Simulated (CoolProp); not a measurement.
Saturated liquid density (kg/m³) of 1-butene: the reference equation beside estimates from Tc = 419.3 K, pc = 4.006 MPa, ω = 0.192. Rackett uses Z = 0.29056 − 0.08775 ω.

Model: reference Helmholtz-energy equation of state, Lemmon 2005, in CoolProp. It is a short technical equation, of lower accuracy than the large ones.

| T (K) | reference | Rackett | van der Waals | Redlich-Kwong | Soave-Redlich-Kwong | Peng-Robinson |
|---|---|---|---|---|---|---|
| 247.7 | 647.1 | 642.6 | 399.9 | 589.2 | 600.8 | 678.0 |
| 257.9 | 635.8 | 631.5 | 393.3 | 577.8 | 590.3 | 666.7 |
| 268 | 624.3 | 620.2 | 386.4 | 566.0 | 579.3 | 654.9 |
| 278.2 | 612.4 | 608.5 | 379.3 | 553.5 | 567.6 | 642.1 |
| 288.4 | 600.2 | 596.3 | 371.8 | 540.3 | 555.2 | 628.5 |
| 298.6 | 587.6 | 583.8 | 364.0 | 526.5 | 542.0 | 614.0 |
| 308.7 | 574.7 | 570.9 | 355.9 | 512.0 | 528.1 | 598.6 |
| 318.9 | 561.1 | 557.2 | 347.3 | 496.6 | 513.1 | 581.9 |
| 329.1 | 546.8 | 543.0 | 338.2 | 480.2 | 497.0 | 563.9 |
| 339.3 | 531.7 | 527.9 | 328.5 | 462.8 | 479.6 | 544.3 |
| 349.5 | 515.7 | 511.9 | 318.1 | 444.1 | 460.8 | 522.9 |
| 359.6 | 498.6 | 494.8 | 307.1 | 424.1 | 440.5 | 499.6 |
| 369.8 | 479.7 | 476.0 | 294.8 | 402.1 | 417.8 | 473.5 |
| 380 | 458.6 | 455.1 | 281.2 | 377.8 | 392.5 | 444.1 |
| 390.2 | 434.4 | 431.1 | 265.7 | 350.3 | 363.4 | 410.1 |

Absolute difference from the reference over all 15 rows, mean and median: Rackett 0.7 and 0.7 %, van der Waals 38.3 and 38.1 %, Redlich-Kwong 12.5 and 11.5 %, Soave-Redlich-Kwong 9.7 and 8.6 %, Peng-Robinson 3.6 and 4.2 %.
